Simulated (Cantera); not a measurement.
Charge: 1 mol SO2, 1.3 mol H2, at 2025 K and 1.10 bar.

Equilibrium computed with Cantera from the NASA thermochemical tables; the gas is ideal and each condensed phase is pure. Candidate condensed phases: H2O, H2SO4, S; 19 gas species. Kinetics and transport are ignored.

Base state: H2O 0.498, SO2 0.226, H2 0.115, S2 0.0995, SO 0.0278, H2S 0.0209, SH 0.00806, S2O 0.00395 (mole fractions); condensed: gas only.

Task: What changes in the equilibrium state with this change: temperature from 2025 K to 2250 K?

Result: 
```json
[
 {"species": "H2O", "before": "0.498", "after": "0.450"},
 {"species": "SO2", "before": "0.226", "after": "0.225"},
 {"species": "H2", "before": "0.115", "after": "0.151"},
 {"species": "SO", "before": "0.0278", "after": "0.0541"},
 {"species": "SH", "before": "0.00806", "after": "0.0129"},
 {"species": "H2S", "before": "0.0209", "after": "0.0145"},
 {"species": "S2", "before": "0.0995", "after": "0.0813"},
 {"species": "O", "before": "1.11e-6", "after": "1.55e-5"},
 {"species": "O2", "before": "2.07e-6", "after": "1.95e-5"},
 {"species": "H", "before": "0.000621", "after": "0.00275"}
]
```

Task: What changes in the equilibrium state with this change: H2 from 1.3 to 3.1 mol?

Result: 
```csv
species,before,after
H2O,0.498,0.493
H2,0.115,0.314
S2,0.0995,0.0866
SO2,0.226,0.0277
H2S,0.0209,0.0534
SO,0.0278,0.00939
SH,0.00806,0.0124
S2O,0.00395,0.00125
OH,0.000282,0.000169
H,0.000621,0.00103
S,0.00112,0.00105
```
